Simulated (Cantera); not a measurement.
Input: 1 mol SiHCl3, 110 mol H2, equilibrated at 1.00 bar.

Equilibrium computed with Cantera from the NASA thermochemical tables; the gas is ideal and each condensed phase is pure. Candidate condensed phases: Si; 19 gas species. The tables' values for SiCl are old estimates; treat these amounts as uncertain. Gases not in the tables: Si2H6 and higher silanes. Equilibrium is a limit: real reactors are often held back by kinetics, nucleation or transport. All values below are at 1750 °C.

Base state: H2 0.973, HCl 0.0239, H 0.00187, SiCl2 0.00137, SiH2 0.000118, Si 5.69e-5, SiCl 3.68e-5, SiH 3.61e-5 (mole fractions); condensed: Si(l).

### Question
What changes in the equilibrium state with this change: H2 from 110 to 8.8 mol?

### Answer
```csv
species,before,after
H2,0.973,0.788
HCl,0.0239,0.145
SiCl2,0.00137,0.0624
SiCl4,4.03e-8,8.33e-5
SiCl3,7.05e-6,0.00216
SiHCl3,6.68e-7,0.000184
SiH2Cl2,2.16e-6,7.95e-5
"Si(l), mol",0.817,0.295
```
The tables' values for SiCl3, SiCl are old estimates; treat these amounts as uncertain.

### Question
What changes in the equilibrium state with this change: H2 from 110 to 1400 mol?

### Answer
```
species       before     after
----------  --------  --------
H2             0.973     0.996
HCl           0.0239   0.00211
H            0.00187   0.00190
SiCl2        0.00137   1.04e-5
SiH2        0.000118  0.000120
Cl           3.42e-5   2.98e-6
SiCl         3.68e-5   3.21e-6
SiH          3.61e-5   3.65e-5
Si           5.69e-5   5.69e-5
Si(l), mol     0.817     0.676
```
